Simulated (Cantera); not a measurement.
Mixture: 4.03 % CH4, 20.2 % O2, 75.8 % N2, equivalence ratio 0.40, at 0.760 bar, adiabatic and at constant pressure. Ignition delay is the time to a rise of 400 K.

Computed with Cantera and GRI-Mech 3.0 (53 species, 325 reactions).

Q: Predict: delay at 1075 K; delay at 1225 K; delay at 1375 K; delay at 1525 K; delay at 1675 K; apparent activation energy between 1600 and 1750 K.

A: 
```
Property                                                 Value
--------------------------------------------------  ----------
delay at 1075 K                                        0.251 s
delay at 1225 K                                        25.0 ms
delay at 1375 K                                        3.78 ms
delay at 1525 K                                       0.893 ms
delay at 1675 K                                       0.300 ms
apparent activation energy between 1600 and 1750 K  150 kJ/mol
```
